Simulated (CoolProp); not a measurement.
The numbers come from the reference Helmholtz-energy equation of state, Lemmon 2006 in CoolProp. It is a short technical equation, of lower accuracy than the large ones.

Task: Give the vapour pressure (bar), liquid density (kg/m³), enthalpy of vaporisation (kJ/kg), liquid cp (kJ/(kg K)) of saturated acetone at 394.8, 415.7 K.

Result: 
```json
[
 {"T (K)": "394.8", "p (bar)": "6.28", "liquid density (kg/m³)": "664", "enthalpy of vaporisation (kJ/kg)": "419", "liquid cp (kJ/(kg K))": "2.49"},
 {"T (K)": "415.7", "p (bar)": "9.84", "liquid density (kg/m³)": "632", "enthalpy of vaporisation (kJ/kg)": "386", "liquid cp (kJ/(kg K))": "2.61"}
]
```
